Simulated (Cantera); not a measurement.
**Equilibrium for nitride etching: Si3N4 + Cl2 + H2**

A closed system holds: 1 mol Si3N4, a varied amount of Cl2, 4.6 mol H2, equilibrated at 0.0105 Torr.

Cantera equilibrium calculation (NASA polynomials, part measured and part estimated; ideal gas, pure solids and liquids). Candidate condensed phases: NH4Cl, Si, Si3N4; 28 gas species. Mutual solubility and eutectic melting of coexisting phases are not modelled. The tables' values for SiCl3 are old estimates. Rates play no part.

Task: Map the stable condensed phases over T = 850, 950, 1050, 1150, 1250, 1350, 1450, 1550, 1650, 1750, 1850, 1950, 2050 K and n(Cl2) in mol = 0.92, 1.2, 1.7, 2.3, 3.1, 4.3, 5.8, 7.9, 11, 15, 20, 27, 36.

Result: 
```
T in K \ n(Cl2) in mol
         0.92  1.2  1.7  2.3  3.1  4.3  5.8  7.9   11   15   20   27   36
   2050     A    A    A    A    A    A    A    A    A    A    A    A    A
   1950     A    A    A    A    A    A    A    A    A    A    A    A    A
   1850     A    A    A    A    A    A    A    A    A    A    A    A    A
   1750     B    B    B    B    A    A    A    A    A    A    A    A    A
   1650     B    B    B    B    B    A    A    A    A    A    A    A    A
   1550     B    B    B    B    B    A    A    A    A    A    A    A    A
   1450     B    B    B    B    B    A    A    A    A    A    A    A    A
   1350     C    C    C    D    D    A    A    A    A    A    A    A    A
   1250     D    D    D    D    D    D    A    A    A    A    A    A    A
   1150     D    D    D    D    D    D    D    A    A    A    A    A    A
   1050     D    D    D    D    D    D    D    D    A    A    A    A    A
    950     D    D    D    D    D    D    D    D    A    A    A    A    A
    850     D    D    D    D    D    D    D    D    A    A    A    A    A
```
A: gas only; B: Si; C: Si + Si3N4; D: Si3N4.
